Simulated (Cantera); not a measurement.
Chlorosilane synthesis and conversion: SiCl₄ + Cl₂ + H₂

Feed: 1 mol SiCl₄, 2 mol Cl₂, 7.7 mol H₂, held at 2630 Torr.

Method: chemical equilibrium by Gibbs-energy minimisation in Cantera with the NASA 1993 tables (ideal gas, pure condensed phases). Candidate condensed phases: Si; 19 gas species. The tables' values for SiCl₃ are old estimates; treat these amounts as uncertain. Rates play no part.

From 752 °C to 1202 °C nothing is condensed. The main Si-bearing gas is SiCl₄ throughout.

| T (°C) | x H₂ | x HCl | x SiCl₄ | x SiHCl₃ |
|---|---|---|---|---|
| 752 | 0.532 | 0.375 | 0.0923 | 0.00112 |
| 802 | 0.531 | 0.375 | 0.0918 | 0.00161 |
| 852 | 0.530 | 0.376 | 0.0911 | 0.00223 |
| 902 | 0.529 | 0.377 | 0.0902 | 0.00299 |
| 952 | 0.528 | 0.378 | 0.0890 | 0.00388 |
| 1002 | 0.527 | 0.380 | 0.0874 | 0.00490 |
| 1052 | 0.525 | 0.382 | 0.0853 | 0.00601 |
| 1102 | 0.522 | 0.384 | 0.0825 | 0.00715 |
| 1152 | 0.519 | 0.388 | 0.0788 | 0.00824 |
| 1202 | 0.514 | 0.393 | 0.0739 | 0.00915 |
x: gas mole fraction; nothing condenses.
